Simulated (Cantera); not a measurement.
Feed: 1 mol Si2Cl6, 10 mol NH3, 17 mol N2, at 0.00430 bar.

Equilibrium computed with Cantera from the NASA thermochemical tables; the gas is ideal and each condensed phase is pure. Candidate condensed phases: NH4Cl, Si, Si3N4; 28 gas species. The feed counts by its element totals alone. Gases not in the tables: Si2H6 and higher silanes. Kinetics and transport are ignored.

Q: What share of the Si ends up in condensed phases as a function of T (°C), at 752, 902, 1052, 1202, 1352, 1502, 1652?

A: 
| T (°C) | Si condensed (%) | as |
|---|---|---|
| 752 | 99.2 | Si3N4(s) |
| 902 | 99.3 | Si3N4(s) |
| 1052 | 97.2 | Si3N4(s) |
| 1202 | 80.6 | Si3N4(s) |
| 1352 | 40.8 | Si3N4(s) |
| 1502 | 15.2 | Si(l) |
| 1652 | 11.0 | Si(l) |
